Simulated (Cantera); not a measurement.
What does this Cantera script print?

```python
import numpy as np
import cantera as ct

gas_names = """
    C CH CH2 CH3 CH4 C2 C2H C2H2,acetylene C2H2,vinylidene C2H3,vinyl C2H4 C2H5 C2H6 C3 C3H3,propargyl
    C3H4,allene C3H4,propyne C3H4,cyclo- C3H5,allyl C3H6,propylene C3H6,cyclo- C3H7,n-propyl
    C3H7,i-propyl C3H8 C4 C4H2 C4H4,1,3-cyclo- C4H6,butadiene C4H6,2-butyne C4H6,cyclo- C4H8,1-butene
    C4H8,cis2-buten C4H8,tr2-butene C4H8,isobutene C4H8,cyclo- C4H9,n-butyl C4H9,i-butyl C4H9,s-butyl
    C4H9,t-butyl C4H10,isobutane C4H10,n-butane C5 C5H6,1,3cyclo- C5H8,cyclo- C5H10,1-pentene
    C5H10,cyclo- C5H11,pentyl C5H11,t-pentyl C5H12,n-pentane C5H12,i-pentane CH3C(CH3)2CH3 C6H2
    C6H5,phenyl C6H6 C6H10,cyclo- C6H12,1-hexene C6H12,cyclo- C6H13,n-hexyl C7H7,benzyl C7H8
    C7H14,1-heptene C7H15,n-heptyl C7H16,n-heptane C8H8,styrene C8H10,ethylbenz C8H16,1-octene
    C8H17,n-octyl C8H18,isooctane C8H18,n-octane C9H19,n-nonyl C10H8,naphthale C10H21,n-decyl
    C12H9,o-bipheny C12H10,bipheny H H2 Si SiC SiC2 SiC4H12 SiH SiH2 SiH3 SiH4 Si2 Si2C Si3
""".split()
cond_names = """
    C(gr) C6H6(L) C7H8(L) C8H18(L),n-octa Si(cr) Si(L) SiC(b)
""".split()


def load(file, names, dense=False):
    # The tables refer to 1 bar. Condensed volumes are neglected.
    table = {s.name: s for s in ct.Species.list_from_file(file)}
    out = []
    for n in names:
        d = dict(table[n].input_data)
        d["thermo"] = dict(d["thermo"], **{"reference-pressure": 1e5})
        if dense:
            d["equation-of-state"] = {"model": "constant-volume", "density": "1e6 g/cm^3"}
        out.append(ct.Species.from_dict(d))
    return out


gas = ct.Solution(thermo="ideal-gas", species=load("nasa_gas.yaml", gas_names))
cond = {s.name: ct.Solution(thermo="fixed-stoichiometry", species=[s], name=s.name)
        for s in load("nasa_condensed.yaml", cond_names, dense=True)}
atoms = {
    'CH3SiH3': {'C': 1, 'H': 6, 'Si': 1},
    'C2H2': {'C': 2, 'H': 2},
    'H2': {'H': 2},
}
top_T = {'C(gr)': 4500, 'SiC(b)': 3050}  # K; cautious upper limits of use, not melting points


def equilibrate(T, P, feed):
    n = {}
    for name, mol in feed.items():
        for a, k in atoms[name].items():
            n[a] = n.get(a, 0.0) + k * mol
    gas.TPX = T, P, n
    mass = sum(n.values()) * gas.mean_molecular_weight
    gas.equilibrate("TP")
    valid = [c for c in cond.values() if c.min_temp <= T <= top_T.get(c.name, c.max_temp)]
    mix = ct.Mixture([(gas, mass / gas.mean_molecular_weight)] + [(c, 0.0) for c in valid])
    mix.T, mix.P = T, P
    mix.equilibrate("TP", solver="vcs", rtol=1e-11, max_steps=5000)
    return mix


results = []
feed = {'CH3SiH3': 1, 'C2H2': 0.51, 'H2': 100}  # mol
P = 810  # Pa
for T in [1650, 1725, 1800, 1875, 1950, 2025, 2100, 2175, 2250, 2325, 2400]:
    mix = equilibrate(T, P, feed)
    results.append((T, P, feed, dict(zip(mix.species_names, mix.species_moles))))

top = {s: max(r[3][s] / sum(r[3][g] for g in gas_names) for r in results) for s in gas_names}
cols = sorted((s for s in top if top[s] > 0.0001), key=lambda s: -top[s])[:5]
seen = [c for c in cond_names if any(r[3].get(c, 0) > 1e-12 for r in results)]
print("log10 of partial pressures in bar; condensed amounts in mol")
print(f"{'T/K':>10s}" + "".join(f"{s[:9]:>10s}" for s in cols + seen))
for T, P, feed, n in results:
    ng = sum(n[g] for g in gas_names)
    print(f"{T:10.4g}" + "".join(f"{np.log10(max(n[s] / ng * P / 1e5, 1e-99)):10.3f}" for s in cols)
          + "".join(f"{n.get(c, 0):10.4g}" for c in seen))
```

Output:

```
log10 of partial pressures in bar; condensed amounts in mol
       T/K        H2         H        Si C2H2,acet      SiC2     C(gr)    SiC(b)
      1650    -2.092    -5.088    -8.478    -6.433   -10.731     1.009    0.9999
      1725    -2.092    -4.777    -7.767    -6.128    -9.802         1    0.9997
      1800    -2.093    -4.493    -7.116    -5.849    -8.953    0.9842    0.9988
      1875    -2.095    -4.231    -6.518    -5.594    -8.172    0.9584    0.9954
      1950    -2.097    -3.989    -5.967    -5.360    -7.454    0.9221    0.9837
      2025    -2.101    -3.766    -5.456    -5.145    -6.789     0.882    0.9466
      2100    -2.108    -3.560    -4.983    -4.948    -6.174    0.8659    0.8366
      2175    -2.118    -3.370    -4.543    -4.769    -5.602    0.9536    0.5294
      2250    -2.133    -3.196    -4.231    -4.608    -5.168     1.127         0
      2325    -2.151    -3.034    -4.231    -4.461    -5.053    0.7971         0
      2400    -2.175    -2.886    -4.244    -4.332    -4.961    0.3655         0
```

These are equilibrium values from Cantera (NASA tables, ideal gas, pure condensed phases), not measurements of a reactor. The feed counts by its element totals alone. Gases not in the tables: Si2H6 and higher silanes.
